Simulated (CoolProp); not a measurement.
Propylene along the isobar 0.836 MPa: fugacity coefficient from the reference equation and from simpler models built on Tc = 91.1 °C, pc = 4.555 MPa, ω = 0.146; each cubic takes its own stable root.

Computed with CoolProp (reference Helmholtz-energy equation of state, Lemmon 2013).

```tsv
T (°C)	phase	reference
-23.25	liquid	0.3098
1.75	liquid	0.6587
26.75	gas	0.8853
51.85	gas	0.9110
76.85	gas	0.9294
101.85	gas	0.9431
126.85	gas	0.9536
151.85	gas	0.9618
176.85	gas	0.9684
201.85	gas	0.9737
226.85	gas	0.9780
251.85	gas	0.9816
276.85	gas	0.9846
301.85	gas	0.9871
```

Question: How far does each simpler model (van der Waals, Redlich-Kwong) lie from the reference over these 14 states: mean and median of the absolute difference, and the worst?

Answer: 
- van der Waals: mean 15.8 %, median 0.4 %, worst +177.1 % at -23.25 °C and 0.836 MPa
- Redlich-Kwong: mean 3.0 %, median 0.2 %, worst +22.7 % at -23.25 °C and 0.836 MPa

At some of these states van der Waals gives the other phase, because its saturation line lies elsewhere.
